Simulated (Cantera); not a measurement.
**Adiabatic ignition**

An adiabatic, constant-pressure homogeneous reactor starts with 19.5 % CH4, 16.9 % O2, 63.6 % N2, equivalence ratio 2.3, at 1350 K and 0.533 atm.

Detailed kinetics in Cantera: GRI-Mech 3.0 (53 species, 325 reactions).

| t (s) | T (K) | x CH4 | x O2 | x C2H2 | x NO | x C2H |
|---|---|---|---|---|---|---|
| 2.00e-6 | 1350 | 0.195 | 0.169 | <1e-12 | <1e-12 | <1e-12 |
| 4.55e-6 | 1350 | 0.195 | 0.169 | <1e-12 | <1e-12 | <1e-12 |
| 1.04e-5 | 1350 | 0.195 | 0.169 | <1e-12 | <1e-12 | <1e-12 |
| 2.36e-5 | 1350 | 0.195 | 0.169 | <1e-12 | <1e-12 | <1e-12 |
| 5.37e-5 | 1350 | 0.195 | 0.169 | <1e-12 | <1e-12 | <1e-12 |
| 0.000122 | 1350 | 0.195 | 0.169 | <1e-12 | <1e-12 | <1e-12 |
| 0.000278 | 1350 | 0.195 | 0.169 | <1e-12 | <1e-12 | <1e-12 |
| 0.000632 | 1350 | 0.195 | 0.169 | 6.27e-12 | <1e-12 | <1e-12 |
| 0.00144 | 1350 | 0.194 | 0.169 | 3.56e-10 | <1e-12 | <1e-12 |
| 0.00328 | 1352 | 0.194 | 0.169 | 9.37e-9 | <1e-12 | <1e-12 |
| 0.00746 | 1358 | 0.192 | 0.168 | 1.98e-7 | <1e-12 | <1e-12 |
| 0.0170 | 2253 | 0.00131 | 7.90e-7 | 0.00610 | 4.37e-5 | 4.26e-6 |
| 0.0386 | 2232 | 7.68e-11 | 8.64e-7 | <1e-12 | 0.000153 | <1e-12 |
| 0.0879 | 2232 | 4.55e-11 | 8.77e-7 | <1e-12 | 7.02e-5 | <1e-12 |
| 0.200 | 2233 | 4.30e-11 | 8.80e-7 | <1e-12 | 3.50e-5 | <1e-12 |
x: mole fraction; the columns are a selection and need not sum to one.

time of steepest temperature rise: 15.7 ms
temperature at 0.200 s: 2233 K
equilibrium temperature: 2233 K
x(CH4) at 0.200 s: 4.30e-11 (gas-phase equilibrium 4.82e-11)
x(O2) at 0.200 s: 8.80e-7 (gas-phase equilibrium 8.81e-7)
x(C2H2) at 0.200 s: <1e-12 (gas-phase equilibrium <1e-12)
